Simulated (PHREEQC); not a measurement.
Consider water at 5 °C with 0.25 mol SrCl2 per kg of water. Closed to the air; pH follows from the charge balance.

The numbers come from PHREEQC with the ion-association model, phreeqc.dat.

Precipitation was switched off in this run.

**Question.** What activity of water does the model give?

**Answer.** activity of water 0.987.

Ionic strength above about 0.7 mol/kgw puts this run outside the model's range. Species that the database lacks are ignored. Constants without temperature data keep their 25 °C values here.
